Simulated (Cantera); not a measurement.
Feed: 1 mol C3H6, 61 mol H2, 0.041 mol O2, equilibrated at 2598.15 K and 11.0 bar.

Cantera equilibrium calculation (NASA polynomials, part measured and part estimated; ideal gas, pure solids and liquids). Candidate condensed phases: C, C6H6, C7H8, C8H18, H2O; 110 gas species. Equilibrium is a limit: real reactors are often held back by kinetics, nucleation or transport.

Base state: H2 0.970, C2H2 (acetylene) 0.0156, H 0.0113, CH4 0.00133, CO 0.00127, CH3 0.000273, C4H2 0.000104, C2H4 8.67e-5 (mole fractions); condensed: C(graphite).

Question: What changes in the equilibrium state with this change: temperature from 2598.15 K to 2550 K?

Answer: 
| species | before | after |
|---|---|---|
| H2 | 0.970 | 0.975 |
| C2H2 (acetylene) | 0.0156 | 0.0130 |
| H | 0.0113 | 0.00928 |
| C2H | 1.60e-5 | 9.84e-6 |
| C4H2 | 0.000104 | 7.13e-5 |
| C2H2 (vinylidene) | 1.67e-5 | 1.19e-5 |
| C3H3 (propargyl) | 1.18e-5 | 8.91e-6 |
| C(graphite), mol | 0.757 | 1.11 |
